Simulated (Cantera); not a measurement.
## Stirred combustor or abatement burner

A perfectly stirred reactor is fed with 11.8 % CH4, 14.8 % O2, 55.6 % N2, 17.8 % H2O, equivalence ratio 1.6, at 1.00 bar; it is adiabatic with a 425 K inlet, and is followed from long to short residence time, starting on the burning branch (τ in s: 0.11, 0.036, 0.012, 0.004, 0.0013, 0.00043, 0.00014, 4.7e-05, 1.6e-05).

Detailed kinetics in Cantera: GRI-Mech 3.0 (53 species, 325 reactions).

```
τ (s)    T (K)    x CH4     x O2  x H2O     x OH    x CO
-------  -----  -------  -------  -----  -------  ------
0.11      1708  0.00854  0.00141  0.300  2.18e-5  0.0446
0.036     1693  0.00988  0.00320  0.303  3.06e-5  0.0447
0.012     1646   0.0121  0.00792  0.304  3.67e-5  0.0485
0.0040     425    0.118    0.148  0.178   <1e-12  <1e-12
0.0013     425    0.118    0.148  0.178   <1e-12  <1e-12
0.00043    425    0.118    0.148  0.178   <1e-12  <1e-12
0.00014    425    0.118    0.148  0.178   <1e-12  <1e-12
4.7e-5     425    0.118    0.148  0.178   <1e-12  <1e-12
1.6e-5     425    0.118    0.148  0.178   <1e-12  <1e-12
```
x: mole fraction; the columns are a selection and need not sum to one.
